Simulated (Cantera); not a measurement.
A closed system holds: 1 mol B, 0.01 mol HCl, 3 mol N₂, at 1330 Pa.

These are equilibrium values from Cantera (NASA tables, ideal gas, pure condensed phases), not measurements of a reactor. Candidate condensed phases: B, BN, NH₄Cl; 21 gas species. N₂ is the only nitrogen source here; it is nearly inert below about 1500 K, so the nitride shown seldom forms there in practice. Kinetics and transport are ignored. All values below are at 1423 K.

Base state: N₂ 0.996, HCl 0.00388, H₂ 4.96e-5, Cl 2.60e-5, BCl₃ 2.44e-5 (mole fractions); condensed: BN(s).

Problem. What changes in the equilibrium state with this change: B replaced by AlN?

Solution. 
```csv
species,before,after
N₂,0.996,0.997
H₂,4.96e-5,0.00113
HCl,0.00388,0.00106
AlCl₃,0,0.000548
BCl₃,2.44e-5,0
AlCl,0,0.000348
AlCl₂,0,0.000134
"BN(s), mol",1.000,0
"AlN(s), mol",0,0.997
```
The tables' values for AlCl₂ are old estimates; treat these amounts as uncertain. Further candidate phases: Al, AlCl₃, AlN.
